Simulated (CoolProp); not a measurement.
The fluid at 293.15 K and 1.5 MPa is compressed adiabatically to 9.55 MPa with isentropic efficiency 0.9. The same conditions are run with several fluids, on thermodynamics alone (safety and materials aside).

Computed with CoolProp (reference Helmholtz-energy equation of state of each fluid (C2F6 (R116): Lemmon 2006; R13: Platzer 1990; nitrogen: Span 2000; ethane: Bücker 2006; hydrogen chloride: Thol 2018)). The equations of Platzer and Polt are older, rougher fits.

Question: Rank C2F6 (R116), R13, nitrogen, ethane, hydrogen chloride by work (kJ/kg), highest first.

Answer: nitrogen (240), hydrogen chloride (163), ethane (159), R13 (41.7), C2F6 (R116) (27.6)

```json
[
 {"fluid": "C2F6 (R116)", "final temperature (K)": "368.9", "final density (kg/m³)": "657"},
 {"fluid": "R13", "final temperature (K)": "398.3", "final density (kg/m³)": "423"},
 {"fluid": "nitrogen", "final temperature (K)": "521.3", "final density (kg/m³)": "59.2"},
 {"fluid": "ethane", "final temperature (K)": "413.6", "final density (kg/m³)": "109"},
 {"fluid": "hydrogen chloride", "final temperature (K)": "519.8", "final density (kg/m³)": "87.9"}
]
```
